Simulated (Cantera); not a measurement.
An isothermal, constant-pressure homogeneous reactor starts with N₂O : O₂ = 1 : 0.065 (molar parts), at 1448 K and 0.133 bar. Integrator tolerance rtol = 1e-08.

Cantera simulation using GRI-Mech 3.0 (53 species, 325 reactions); the numbers are that mechanism's predictions, not measurements. GRI-Mech 3.0 was tuned for natural gas; its chemistry of N2O as a main component is partial and can be far from experiment. The temperature is held fixed by assumption; the heat of reaction is taken as removed at once.

Question: What does this change do: pressure from 0.133 bar to 0.560 bar?

Answer: 
```json
[
 {"quantity": "x(N₂O) at 2.00 s", "before": "0.00166 (gas-phase equilibrium 2.28e-8)", "after": "4.40e-6 (gas-phase equilibrium 4.68e-8)"},
 {"quantity": "x(O₂) at 2.00 s", "before": "0.294 (gas-phase equilibrium 0.360)", "after": "0.301 (gas-phase equilibrium 0.360)"},
 {"quantity": "x(NO) at 2.00 s", "before": "0.133 (gas-phase equilibrium 0.00111)", "after": "0.119 (gas-phase equilibrium 0.00111)"},
 {"quantity": "x(NO₂) at 2.00 s", "before": "0.000281 (gas-phase equilibrium 3.35e-6)", "after": "0.000673 (gas-phase equilibrium 6.87e-6)"},
 {"quantity": "x(O) at 2.00 s", "before": "4.81e-6 (gas-phase equilibrium 3.23e-6)", "after": "1.44e-6 (gas-phase equilibrium 1.58e-6)"},
 {"quantity": "x(N₂) at 2.00 s", "before": "0.571 (gas-phase equilibrium 0.638)", "after": "0.579 (gas-phase equilibrium 0.638)"}
]
```
